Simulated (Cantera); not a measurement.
Mixture: CH₃OH : O₂ : N₂ = 1 : 0.882 : 5.56 (molar parts), equivalence ratio 1.7, at 7500 Torr, adiabatic and at constant volume. Ignition delay is the time to a rise of 400 K.

Cantera simulation using GRI-Mech 3.0 (53 species, 325 reactions); the numbers are that mechanism's predictions, not measurements. GRI-Mech 3.0 was tuned for natural gas; its chemistry of methanol as a main component is partial and can be far from experiment.

Question: What does this change do: pressure from 7500 Torr to 760 Torr?

Answer: 
| quantity | before | after |
|---|---|---|
| delay at 1100 K | 9.27 ms | 56.6 ms |
| delay at 1250 K | 0.645 ms | 4.16 ms |
| delay at 1400 K | 83.2 µs | 0.569 ms |
| delay at 1550 K | 17.4 µs | 0.126 ms |
| delay at 1700 K | 5.18 µs | 39.3 µs |
| apparent activation energy between 1625 and 1775 K | 170 kJ/mol | 160 kJ/mol |

Question: What does this change do: constant pressure in place of constant volume?

Answer: 
| quantity | before | after |
|---|---|---|
| delay at 1100 K | 9.27 ms | 9.40 ms |
| delay at 1250 K | 0.645 ms | 0.664 ms |
| delay at 1400 K | 83.2 µs | 88.6 µs |
| delay at 1550 K | 17.4 µs | 19.6 µs |
| delay at 1700 K | 5.18 µs | 6.32 µs |
| apparent activation energy between 1625 and 1775 K | 170 kJ/mol | 160 kJ/mol |
